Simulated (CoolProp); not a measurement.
Vapour pressure (kPa) of CHF3 (R23): the reference equation beside estimates from Tc = 299.3 K, pc = 4832 kPa, ω = 0.263.

Computed with CoolProp (reference Helmholtz-energy equation of state, Penoncello 2003).

```
T (K)  reference  van der Waals  Redlich-Kwong  Peng-Robinson
-----  ---------  -------------  -------------  -------------
180.5      52.53          432.3          104.4          52.35
186.2          …          515.7          143.3          75.20
192        106.5          611.1          193.2          106.0
197.7      146.0          715.7          253.9          145.3
203.5      197.1          833.6          328.9          196.2
209.3          …          963.7          419.0          260.2
215        338.8           1104          523.7          337.6
220.8      434.7           1259          648.2          433.6
226.5      547.8           1425          789.6              …
```

Q: What belongs in the gaps?

A: 
- 186.2, reference: 75.52
- 209.3, reference: 261.2
- 226.5, Peng-Robinson: 547.0

Absolute difference from the reference over all 9 rows, mean and median: van der Waals 370.8 and 322.9 %, Redlich-Kwong 68.8 and 66.9 %, Peng-Robinson 0.4 and 0.4 %.
